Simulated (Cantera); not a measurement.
Feed: 1 mol trisilylamine, 0.31 mol NH3, 47 mol N2, equilibrated at 1000 K and 0.133 bar.

Method: chemical equilibrium by Gibbs-energy minimisation in Cantera with the NASA 1993 tables (ideal gas, pure condensed phases). Candidate condensed phases: Si, Si3N4; 18 gas species. The feed counts by its element totals alone. The numbers say what is thermodynamically allowed, not how fast it happens.

Problem. What is the equilibrium state?

Solution. 
* **x(N2)**: 0.902
* **x(H2)**: 0.0981
* **x(NH3)**: 2.26e-6
* **n(Si3N4(s))**: 1.00 mol
* **gas amount**: 50.62 mol
* **log10 activity of Si(s) (absent)**: -6.58
